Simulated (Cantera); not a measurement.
Charge: 1 mol Fe₂O₃, 0.93 mol CO, 9.9 mol N₂, 3.6 mol CH₄, equilibrated at 3.00 mbar.

These are equilibrium values from Cantera (NASA tables, ideal gas, pure condensed phases), not measurements of a reactor. Candidate condensed phases: C, C₆H₆, C₇H₈, C₈H₁₈, Fe, Fe(CO)₅, FeO, Fe(OH)₂, Fe(OH)₃, Fe₂O₃, Fe₃O₄, H₂O; 140 gas species. Iron dissolves carbon and melts from about 1420 K in contact with it, which pure phases cannot show. Condensed phases not in the tables: cementite and carbon dissolved in iron. Rates play no part.

x: gas mole fraction; n: condensed amount in mol.

```
T (K)   x N₂   x H₂   x CO        x Fe         x H  n C(graphite)  n Fe(γ)  n Fe(δ)     n Fe(l)
-----  -----  -----  -----  ----------  ----------  -------------  -------  -------  ----------
1350   0.471  0.342  0.187     1.43e-6     2.55e-5          0.597     2.00        0           0
1425   0.471  0.342  0.187     9.31e-6     7.29e-5          0.595     2.00        0           0
1500   0.470  0.342  0.187     5.00e-5    0.000188          0.591     2.00        0           0
1575   0.470  0.342  0.187    0.000228    0.000443          0.585     2.00        0           0
1650   0.470  0.341  0.187    0.000900    0.000968          0.575     1.98        0           0
1725   0.468  0.339  0.186     0.00314     0.00197          0.562        0     1.93           0
1800   0.464  0.335  0.185  (withheld)  (withheld)          0.544        0     1.79           0
1875   0.455  0.327  0.181      0.0270     0.00684          0.519        0        0        1.41
1950   0.434  0.309  0.173  (withheld)  (withheld)          0.487        0        0  (withheld)
2025   0.423  0.297  0.169      0.0860      0.0191          0.445        0        0           0
```

Task: Complete the blanks.

Result: 
- 1800, x Fe: 0.00982
- 1800, x H: 0.00378
- 1950, x Fe: 0.0683
- 1950, x H: 0.0116
- 1950, n Fe(l): 0.449
